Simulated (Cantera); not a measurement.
Input: 1 mol MgF2, 3.9 mol H2, equilibrated at 82.5 Torr.

These are equilibrium values from Cantera (NASA tables, ideal gas, pure condensed phases), not measurements of a reactor. Candidate condensed phases: Mg, MgF2; 17 gas species. The tables' values for MgH are old estimates; treat these amounts as uncertain. The numbers say what is thermodynamically allowed, not how fast it happens.

x: gas mole fraction; n: condensed amount in mol.

```tsv
T (K)	x H2	x HF	x MgF2	x Mg	x MgF	x H	n MgF2(s)	n MgF2(l)
1000	1.00	1.91e-7	1.33e-10	9.52e-8	5.00e-11	6.84e-9	1.00	0
1100	1.000	2.52e-6	8.64e-9	1.25e-6	2.58e-9	7.80e-8	1.000	0
1200	1.000	2.14e-5	2.74e-7	1.06e-5	6.77e-8	5.95e-7	1.000	0
1300	1.000	0.000130	5.02e-6	6.43e-5	1.06e-6	3.34e-6	1.000	0
1400	0.999	0.000608	5.96e-5	0.000297	1.10e-5	1.47e-5	0.999	0
1500	0.996	?	?	?	?	?	0.993	0
1600	0.987	0.00693	0.00266	0.00324	0.000420	0.000163	0	0.975
1700	0.962	0.0176	0.0103	0.00795	0.00162	0.000436	0	0.920
1800	0.903	?	?	?	?	?	0	?
1900	0.774	0.0796	0.0973	0.0323	0.0146	0.00210	0	0.308
2000	0.688	0.117	0.122	0.0465	0.0231	0.00407	0	0
2100	0.658	0.146	0.102	0.0591	0.0274	0.00762	0	0
```

Q: Complete the blanks.

A: 
- 1800, x HF: 0.0396
- 1800, x MgF2: 0.0339
- 1800, x Mg: 0.0171
- 1800, x MgF: 0.00527
- 1800, x H: 0.00103
- 1800, n MgF2(l): 0.762
- 1500, x HF: 0.00230
- 1500, x MgF2: 0.000502
- 1500, x Mg: 0.00111
- 1500, x MgF: 8.26e-5
- 1500, x H: 5.30e-5
